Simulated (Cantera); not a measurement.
A Cantera script and what it prints.

```python
import numpy as np
import cantera as ct

gas_names = [...]  # 87 gases of nasa_gas.yaml made of C, H, Si
cond_names = """
    C(gr) C6H6(L) C7H8(L) C8H18(L),n-octa Si(cr) Si(L) SiC(b)
""".split()


# ... load() reads the species with a 1 bar reference pressure and builds the phases ...
atoms = {
    'Si(CH3)4': {'Si': 1, 'C': 4, 'H': 12},
    'H2': {'H': 2},
}
top_T = {'C(gr)': 4500, 'SiC(b)': 3050}  # K; cautious upper limits of use, not melting points


# ... equilibrate(T, P, feed) seeds the gas with the atoms and calls Mixture.equilibrate('TP', solver="vcs", rtol=1e-11, max_steps=5000) ...
results = []
feed = {'Si(CH3)4': 1, 'H2': 3.8}  # mol
P = 20000  # Pa
for T in [1150, 1250, 1350, 1450, 1550, 1650, 1750, 1850, 1950, 2050, 2150]:
    mix = equilibrate(T, P, feed)
    results.append((T, P, feed, dict(zip(mix.species_names, mix.species_moles))))

top = {s: max(r[3][s] / sum(r[3][g] for g in gas_names) for r in results) for s in gas_names}
cols = sorted((s for s in top if top[s] > 0.001), key=lambda s: -top[s])[:7]
seen = [c for c in cond_names if any(r[3].get(c, 0) > 1e-12 for r in results)]
print("log10 of partial pressures in bar; condensed amounts in mol")
print(f"{'T/K':>10s}" + "".join(f"{s[:9]:>10s}" for s in cols + seen))
for T, P, feed, n in results:
    ng = sum(n[g] for g in gas_names)
    print(f"{T:10.4g}" + "".join(f"{np.log10(max(n[s] / ng * P / 1e5, 1e-99)):10.3f}" for s in cols)
          + "".join(f"{n.get(c, 0):10.4g}" for c in seen))
```

It prints:

```
log10 of partial pressures in bar; condensed amounts in mol
       T/K        H2         H       CH4 C2H2,acet     C(gr)    SiC(b)
      1150    -0.701    -7.478    -3.033    -8.114     2.955         1
      1250    -0.700    -6.666    -3.359    -7.299     2.979         1
      1350    -0.699    -5.973    -3.638    -6.607     2.989         1
      1450    -0.699    -5.374    -3.880    -6.011     2.993         1
      1550    -0.699    -4.851    -4.090    -5.494     2.996         1
      1650    -0.699    -4.391    -4.275    -5.040     2.996         1
      1750    -0.699    -3.983    -4.438    -4.639     2.996         1
      1850    -0.700    -3.618    -4.583    -4.282     2.994         1
      1950    -0.700    -3.291    -4.714    -3.963     2.988    0.9999
      2050    -0.702    -2.995    -4.832    -3.676     2.979    0.9996
      2150    -0.704    -2.727    -4.940    -3.417     2.963    0.9984
```

Method: chemical equilibrium by Gibbs-energy minimisation in Cantera with the NASA 1993 tables (ideal gas, pure condensed phases). Gases not in the tables: Si2H6 and higher silanes.
